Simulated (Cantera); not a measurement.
Mixture: CH₄ : CO : O₂ : N₂ = 1 : 0.18 : 4.98 : 18.7 (molar parts), equivalence ratio 0.42, at 2.17 atm, adiabatic and at constant pressure. Ignition delay is the time to a rise of 400 K.

Computed with Cantera and GRI-Mech 3.0 (53 species, 325 reactions).

Question: What does this change do: pressure from 2.17 atm to 4.24 atm?

Answer: 
| quantity | before | after |
|---|---|---|
| delay at 1075 K | 99.6 ms | 51.7 ms |
| delay at 1275 K | 5.49 ms | 3.08 ms |
| delay at 1475 K | 0.589 ms | 0.347 ms |
| delay at 1675 K | 0.117 ms | 66.9 µs |
| apparent activation energy between 1575 and 1775 K | 160 kJ/mol | 160 kJ/mol |
